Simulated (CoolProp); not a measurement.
Aqueous sodium chloride as a coolant, at 24 °C, 1 atm.

Model: Melinder's fits for secondary coolants, in CoolProp.

```tsv
mass %	freezing point (°C)	density (kg/m³)	conductivity (W/(m K))	viscosity (mPa s)	Prandtl number
3.4	-2.0	1021	0.602	0.960	6.39
5.1	-3.1	1033	0.600	0.989	6.47
6.8	-4.2	1046	0.598	1.02	6.58
8.6	-5.5	1059	0.597	1.06	6.71
10.3	-6.8	1071	0.595	1.10	6.85
12	-8.2	1084	0.593	1.14	7.01
13.8	-9.8	1098	0.591	1.18	7.20
15.5	-11.4	1111	0.589	1.23	7.42
17.2	-13.2	1124	0.588	1.29	7.67
19	-15.2	1138	0.585	1.36	7.98
20.7	-17.4	1151	0.583	1.43	8.32
22.4	-19.7	1165	0.581	1.51	8.74
```
